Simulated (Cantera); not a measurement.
## Transport properties of process gases

Gas mixture: 43.2 % N2O, 56.8 % CO2, at 1330 Pa, frozen composition.

Cantera's kinetic-theory transport with the Lennard-Jones parameters of GRI-Mech 3.0, ideal gas; thermal conductivity in the multicomponent form. The composition is frozen, though it would react at the higher temperatures.

```csv
T (K),ρ (kg/m³),cp (J/kg/K),μ (µPa s),λ (mW/m/K),Pr,D (cm²/s) NH3,D (cm²/s) C2H2,D (cm²/s) H2
400,0.0176,951.9,19.6,25.3,0.739,21.4,16.1,82.6
550,0.0128,1058,25.8,36.9,0.739,39.5,28.8,142
700,0.0101,1137,31.2,48.0,0.738,62.0,44.2,214
850,0.00830,1197,36.1,58.6,0.737,88.4,62.1,296
1000,0.00706,1243,40.6,68.6,0.735,118,82.2,388
1150,0.00614,1276,44.8,77.8,0.734,151,104,490
1300,0.00543,1304,48.7,86.6,0.733,188,129,601
```
D: mixture-averaged diffusion coefficient of that species in the mixture.
